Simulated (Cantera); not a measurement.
What does this Cantera script print?

```python
import numpy as np
import cantera as ct

gas = ct.Solution("gri30.yaml")


def delay(T, t_max=10):
    gas.TPX = T, 67000, {'H2': 1, 'O2': 0.5, 'N2': 1.65}
    reactor = ct.IdealGasReactor(gas, clone=False)
    net = ct.ReactorNet([reactor])
    net.rtol, net.atol = 1e-8, 1e-16
    while net.time < t_max:
        t_old, T_old = net.time, reactor.T
        net.step()
        if reactor.T > T + 400:  # ignition: a rise of 400 K
            return t_old + (T + 400 - T_old) / (reactor.T - T_old) * (net.time - t_old)
    return np.nan


taus = []
for T in [1200, 1250, 1300, 1350, 1400, 1450, 1500]:
    taus.append(delay(T))
    print(f"T0 = {T:6g} K   tau = {taus[-1]:.4e} s")
```

Output:

```
T0 =   1200 K   tau = 6.1253e-05 s
T0 =   1250 K   tau = 4.8334e-05 s
T0 =   1300 K   tau = 3.9380e-05 s
T0 =   1350 K   tau = 3.3026e-05 s
T0 =   1400 K   tau = 2.8457e-05 s
T0 =   1450 K   tau = 2.5160e-05 s
T0 =   1500 K   tau = 2.2797e-05 s
```

Computed with Cantera and GRI-Mech 3.0 (53 species, 325 reactions). Where the delays flatten at high temperature, the 400 K rule measures the pace of heat release, not the induction time.
